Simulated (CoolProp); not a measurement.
Vapour pressure (MPa) of R123: the reference equation beside estimates from Tc = 456.8 K, pc = 3.662 MPa, ω = 0.282.

Values from CoolProp's reference Helmholtz-energy equation of state, Younglove 1994. It is a modified Benedict-Webb-Rubin equation, recast in Helmholtz form.

```json
[
 {"T (K)": "248.4", "reference": "0.009192", "van der Waals": "0.1758", "Redlich-Kwong": "0.02461", "Peng-Robinson": "0.009615"},
 {"T (K)": "274.1", "reference": "0.03409", "van der Waals": "0.3181", "Redlich-Kwong": "0.07499", "Peng-Robinson": "0.03465"},
 {"T (K)": "299.8", "reference": "0.09708", "van der Waals": "0.5238", "Redlich-Kwong": "0.1812", "Peng-Robinson": "0.09723"},
 {"T (K)": "325.6", "reference": "0.2289", "van der Waals": "0.8043", "Redlich-Kwong": "0.3721", "Peng-Robinson": "0.2279"},
 {"T (K)": "351.3", "reference": "0.4667", "van der Waals": "1.166", "Redlich-Kwong": "0.6752", "Peng-Robinson": "0.4644"},
 {"T (K)": "377.1", "reference": "0.8571", "van der Waals": "1.620", "Redlich-Kwong": "1.121", "Peng-Robinson": "0.8553"},
 {"T (K)": "402.8", "reference": "1.448", "van der Waals": "2.169", "Redlich-Kwong": "1.731", "Peng-Robinson": "1.451"},
 {"T (K)": "428.5", "reference": "2.302", "van der Waals": "2.820", "Redlich-Kwong": "2.532", "Peng-Robinson": "2.315"}
]
```

Absolute difference from the reference over all 8 rows, mean and median: van der Waals 456.0 and 200.6 %, Redlich-Kwong 67.7 and 53.6 %, Peng-Robinson 1.0 and 0.5 %.
